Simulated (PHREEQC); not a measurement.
Consider water at 20 °C with 0.35 mol KHSO4 per kg of water. Closed to the air; pH follows from the charge balance.

Computed with PHREEQC (ion-association model, wateq4f.dat).

### Question
The ionic strength comes out as 0.529 mol/kgw. What activity coefficients do H+, SO4-2, K+, KSO4-, HSO4- get?

### Answer
H+ 0.76, SO4-2 0.20, K+ 0.64, KSO4- 0.69, HSO4- 0.67.

No solid was allowed to form. Complexes and solids missing from the database can't appear.
